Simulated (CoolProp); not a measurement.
The numbers come from the reference Helmholtz-energy equation of state, Lemmon 2005 in CoolProp. It is a short technical equation, of lower accuracy than the large ones.

Question: For cis-2-butene, give the phase and the density (kg/m³), cp (kJ/(kg K)), isothermal compressibility (1/MPa), expansivity (1/kK) at 525 K and 2650 kPa; 525 K and 5300 kPa.

Answer: 
- 525 K and 2650 kPa: gas; density 38.8, cp 2.45, isothermal compressibility 0.432, expansivity 2.95
- 525 K and 5300 kPa: supercritical; density 91.3, cp 2.76, isothermal compressibility 0.255, expansivity 4.88
